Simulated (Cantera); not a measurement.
Premixed flame

A freely propagating, adiabatic, planar premixed flame of 7.53 % CH4, 2.94 % H2, 18.7 % O2, 70.6 % N2, 0.173 % CO2, equivalence ratio 0.88, unburnt at 600 K and 9.87 atm; mixture-averaged transport, grid criteria slope 0.08 and curve 0.16, no radiation.

Computed with Cantera and GRI-Mech 3.0 (53 species, 325 reactions). Burning velocities carry a grid error of a few per cent, more on coarse grids.

| z (mm) | T (K) | u (m/s) | x CH4 | x H2 | x O2 | x C2H6 | x C2H2 | x O |
|---|---|---|---|---|---|---|---|---|
| -0.183 | 601 | 0.575 | 0.0753 | 0.0283 | 0.188 | 4.50e-8 | <1e-8 | <1e-8 |
| -0.122 | 608 | 0.581 | 0.0750 | 0.0264 | 0.188 | 1.01e-6 | 1.09e-7 | <1e-8 |
| -0.0917 | 627 | 0.599 | 0.0740 | 0.0245 | 0.187 | 5.05e-6 | 4.90e-7 | <1e-8 |
| -0.0611 | 720 | 0.687 | 0.0689 | 0.0212 | 0.180 | 4.04e-5 | 3.30e-6 | <1e-8 |
| -0.0306 | 1129 | 1.08 | 0.0462 | 0.0163 | 0.144 | 0.000348 | 2.47e-5 | 2.45e-6 |
| -0.0153 | 1526 | 1.47 | 0.0239 | 0.0137 | 0.105 | 0.000474 | 5.84e-5 | 4.79e-5 |
| 0 | 1910 | 1.84 | 0.00449 | 0.0100 | 0.0618 | 4.83e-5 | 8.39e-5 | 0.000481 |
| 0.0153 | 2086 | 2.00 | 0.000179 | 0.00599 | 0.0401 | 8.71e-8 | 8.07e-6 | 0.00140 |
| 0.0306 | 2164 | 2.07 | 4.04e-6 | 0.00430 | 0.0331 | <1e-8 | 1.69e-7 | 0.00145 |
| 0.0611 | 2244 | 2.13 | <1e-8 | 0.00294 | 0.0285 | <1e-8 | <1e-8 | 0.000974 |
| 0.122 | 2303 | 2.18 | <1e-8 | 0.00172 | 0.0257 | <1e-8 | <1e-8 | 0.000534 |
| 0.245 | 2330 | 2.20 | <1e-8 | 0.00109 | 0.0245 | <1e-8 | <1e-8 | 0.000346 |
| 0.489 | 2336 | 2.21 | <1e-8 | 0.000942 | 0.0242 | <1e-8 | <1e-8 | 0.000305 |
x: mole fraction of selected species; z is measured from the peak of heat release.

| Property | Value |
|---|---|
| laminar burning velocity | 57.4 cm/s |
| thermal thickness | 0.0611 mm |
| peak x(C2H6) | 0.000503 |
| peak x(C2H2) | 9.15e-5 |
| peak x(O) | 0.00151 |
| grid points | 145 |
